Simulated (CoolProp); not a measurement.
The fluid at 341.16 K and 0.302 MPa is throttled through a valve to 0.15 MPa with no heat exchange. The same conditions are run with several fluids, on thermodynamics alone (safety and materials aside).

Values from CoolProp's reference Helmholtz-energy equation of state of each fluid (R123: Younglove 1994; cyclopropane: Polt 1992; trans-2-butene: Lemmon 2005; neopentane: Lemmon 2006; R142b: Lemmon 2006). The equations of Platzer and Polt are older, rougher fits.

```tsv
fluid	temperature change (K)	final density (kg/m³)
R123	-4.0	8.54
cyclopropane	-2.3	2.28
trans-2-butene	-3.0	3.08
neopentane	-2.6	3.99
R142b	-2.7	5.49
```
